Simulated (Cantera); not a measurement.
# Thermodynamics of fluorocarbon and chlorocarbon gases, feed C2F6 + CH4

A closed system holds: 1 mol C2F6, 0.31 mol CH4, held at 133 Pa.

Method: chemical equilibrium by Gibbs-energy minimisation in Cantera with the NASA 1993 tables (ideal gas, pure condensed phases). Candidate condensed phases: C, C6H6, C7H8, C8H18; 110 gas species. Ions and electrons are included (thermal ionisation). The feed counts by its element totals alone. Kinetics and transport are ignored.

```json
[
 {"T (°C)": "2727", "x F": "0.655", "x C": "0.0260", "x HF": "0.151", "x H": "0.0267", "x C3": "0.0751", "x CF": "0.0518", "x C2": "0.0111"},
 {"T (°C)": "2977", "x F": "0.658", "x C": "0.0872", "x HF": "0.0750", "x H": "0.0828", "x C3": "0.0455", "x CF": "0.0314", "x C2": "0.0190"},
 {"T (°C)": "3227", "x F": "0.639", "x C": "0.179", "x HF": "0.0214", "x H": "0.118", "x C3": "0.0114", "x CF": "0.0143", "x C2": "0.0159"},
 {"T (°C)": "3477", "x F": "0.630", "x C": "0.226", "x HF": "0.00574", "x H": "0.127", "x C3": "0.00106", "x CF": "0.00493", "x C2": "0.00621"},
 {"T (°C)": "3727", "x F": "0.628", "x C": "0.237", "x HF": "0.00175", "x H": "0.129", "x C3": "8.30e-5", "x CF": "0.00168", "x C2": "0.00200"},
 {"T (°C)": "3977", "x F": "0.628", "x C": "0.240", "x HF": "0.000609", "x H": "0.129", "x C3": "8.00e-6", "x CF": "0.000630", "x C2": "0.000695"},
 {"T (°C)": "4227", "x F": "0.628", "x C": "0.241", "x HF": "0.000237", "x H": "0.130", "x C3": "9.78e-7", "x CF": "0.000261", "x C2": "0.000267"},
 {"T (°C)": "4477", "x F": "0.628", "x C": "0.241", "x HF": "0.000102", "x H": "0.130", "x C3": "1.48e-7", "x CF": "0.000118", "x C2": "0.000113"},
 {"T (°C)": "4727", "x F": "0.628", "x C": "0.241", "x HF": "4.73e-5", "x H": "0.130", "x C3": "2.69e-8", "x CF": "5.77e-5", "x C2": "5.15e-5"}
]
```
x: gas mole fraction; nothing condenses.

From 2727 °C to 4727 °C nothing is condensed. The main C-bearing gas is C3 at 2727 °C and C at 4727 °C.
